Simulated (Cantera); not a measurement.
Input (Python, Cantera):

```python
import numpy as np
import cantera as ct

gas = ct.Solution("gri30.yaml")
gas.TPX = 1500, 13332, {'CH4': 1, 'CO2': 0.33, 'H2': 0.99}
reactor = ct.IdealGasConstPressureReactor(gas, energy="off", clone=False)
net = ct.ReactorNet([reactor])
net.rtol, net.atol = 1e-08, 1e-18
show = ['CH4', 'CO2', 'H2', 'CO', 'HCO', 'H2O', 'CH2']
times = np.geomspace(4e-05, 50, 15)

steps = ct.SolutionArray(gas, extra=["t"])
rows = []
print(f"{'t/s':>10s}{'T/K':>9s}{'P/Pa':>11s}" + "".join(f"{s:>11s}" for s in show))
for t in times:
    while net.time < t:
        t_next = net.step()
        steps.append(gas.state, t=t_next)
    rows.append([np.interp(t, steps.t, y) for y in (steps.T, steps.P, *steps(*show).X.T)])
    print(f"{t:10.3e}{rows[-1][0]:9.1f}{rows[-1][1]:11.4g}" + "".join(f"{x:11.3e}" for x in rows[-1][2:]))
rate = np.gradient(steps.T, steps.t)
print("integrator steps:", len(steps.t))
if steps.T.max() > steps.T[0] + 200:
    print(f"time of steepest temperature rise: {steps.t[rate.argmax()]:.4e} s")
gas.TPX = 1500, 13332, {'CH4': 1, 'CO2': 0.33, 'H2': 0.99}
gas.equilibrate("TP")
print(f"equilibrium (TP): T = {gas.T:.1f} K  " + "  ".join(f"{s} {gas[s].X[0]:.3e}" for s in show))
```

Output:

```
       t/s      T/K       P/Pa        CH4        CO2         H2         CO        HCO        H2O        CH2
 4.000e-05   1500.0  1.333e+04  4.310e-01  1.422e-01  4.267e-01  1.725e-08  1.564e-17  1.706e-08  7.396e-13
 1.090e-04   1500.0  1.333e+04  4.310e-01  1.422e-01  4.267e-01  1.050e-07  2.518e-16  1.046e-07  6.074e-12
 2.972e-04   1500.0  1.333e+04  4.310e-01  1.422e-01  4.267e-01  7.141e-07  1.062e-14  7.126e-07  4.631e-11
 8.101e-04   1500.0  1.333e+04  4.310e-01  1.422e-01  4.267e-01  5.055e-06  5.117e-13  5.047e-06  3.263e-10
 2.208e-03   1500.0  1.333e+04  4.308e-01  1.422e-01  4.267e-01  3.394e-05  1.719e-11  3.385e-05  1.711e-09
 6.019e-03   1500.0  1.333e+04  4.304e-01  1.420e-01  4.268e-01  1.819e-04  1.738e-10  1.809e-04  4.610e-09
 1.641e-02   1500.0  1.333e+04  4.288e-01  1.414e-01  4.272e-01  7.523e-04  4.200e-10  7.447e-04  7.491e-09
 4.472e-02   1500.0  1.333e+04  4.239e-01  1.393e-01  4.289e-01  2.484e-03  4.625e-10  2.453e-03  8.038e-09
 1.219e-01   1500.0  1.333e+04  4.099e-01  1.334e-01  4.346e-01  7.130e-03  4.526e-10  7.038e-03  7.912e-09
 3.323e-01   1500.0  1.333e+04  3.747e-01  1.181e-01  4.493e-01  1.899e-02  4.325e-10  1.873e-02  7.610e-09
 9.057e-01   1500.0  1.333e+04  3.007e-01  8.417e-02  4.786e-01  4.571e-02  4.271e-10  4.498e-02  7.108e-09
 2.469e+00   1500.0  1.333e+04  1.865e-01  3.306e-02  5.255e-01  8.641e-02  5.256e-10  8.355e-02  6.502e-09
 6.730e+00   1500.0  1.333e+04  8.218e-02  7.345e-03  5.929e-01  1.066e-01  7.273e-10  9.303e-02  5.295e-09
 1.834e+01   1500.0  1.333e+04  3.676e-02  5.209e-03  6.436e-01  1.195e-01  9.681e-10  7.209e-02  3.663e-09
 5.000e+01   1500.0  1.333e+04  2.672e-02  3.407e-03  6.757e-01  1.470e-01  1.247e-09  4.020e-02  2.334e-09
integrator steps: 1045
equilibrium (TP): T = 1500.0 K  CH4 1.939e-02  CO2 2.642e-08  H2 7.118e-01  CO 1.847e-01  HCO 1.625e-09  H2O 2.633e-07  CH2 1.076e-09
```

Detailed kinetics in Cantera: GRI-Mech 3.0 (53 species, 325 reactions). GRI-Mech 3.0 stops at C3 and has no aromatics, soot or wall deposition, so with more carbon than oxygen in the feed, carbon stays in small species such as C2H2 where larger ones or solid carbon would form.
